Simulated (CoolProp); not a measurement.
Properties of cyclohexane at several states.

The numbers come from the reference Helmholtz-energy equation of state, Zhou 2014 in CoolProp.

| T (°C) | p (MPa) | phase | density (kg/m³) | Joule-Thomson coefficient (K/MPa) | isothermal compressibility (1/MPa) | expansivity (1/kK) | fugacity coefficient |
|---|---|---|---|---|---|---|---|
| 103.25 | 1.78 | liquid | 698.7 | -0.2805 | 0.002262 | 1.493 | 0.1074 |
| 132.85 | 0.0272 | gas | 0.6823 | 16.51 | 36.99 | 2.514 | 0.9939 |
| 226.95 | 0.0402 | gas | 0.8174 | 8.030 | 24.99 | 2.029 | 0.9954 |
| 341.45 | 0.0103 | gas | 0.1697 | 4.201 | 97.15 | 1.630 | 0.9994 |
| 224.45 | 11.7 | liquid | 588.3 | 0.0002797 | 0.006098 | 2.011 | 0.1824 |
